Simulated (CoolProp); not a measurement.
Saturation properties of hydrogen chloride (Tc = 51.5 °C, pc = 8.314 MPa, ω = 0.130).

The numbers come from the reference Helmholtz-energy equation of state, Thol 2018 in CoolProp.

```
T (°C)     p (MPa)  vapour density (kg/m³)  enthalpy of vaporisation (kJ/kg)  liquid cp (kJ/(kg K))
------  ----------  ----------------------  --------------------------------  ---------------------
-84.65      0.1032                   2.475                             443.4                  1.660
-81.65      0.1219                   2.889                             440.2                  1.662
-78.65      0.1432                   3.355                             436.9                  1.664
-75.65      0.1674                   3.877                             433.5                  1.667
-72.55      0.1955                   4.481                             429.9                  1.670
-69.55      0.2262                   5.132                             426.4                  1.674
-66.55      0.2604                   5.854                             422.8             (withheld)
-63.45  (withheld)                   6.680                             419.0                  1.683
-60.45      0.3423                   7.562                             415.2                  1.688
-57.45      0.3891                   8.532                        (withheld)                  1.694
-54.45      0.4408                   9.596                             407.4                  1.701
-51.35      0.4994                   10.80                             403.2             (withheld)
-48.35      0.5616                   12.07                        (withheld)             (withheld)
-45.35      0.6296                   13.46                             394.8                  1.726
```

**Question.** Some entries are withheld; supply them.

**Answer.** 
- -66.55, liquid cp (kJ/(kg K)): 1.678
- -63.45, p (MPa): 0.2999
- -57.45, enthalpy of vaporisation (kJ/kg): 411.4
- -51.35, liquid cp (kJ/(kg K)): 1.709
- -48.35, enthalpy of vaporisation (kJ/kg): 399.1
- -48.35, liquid cp (kJ/(kg K)): 1.717

It boils at -85.0 °C under 1 atm.
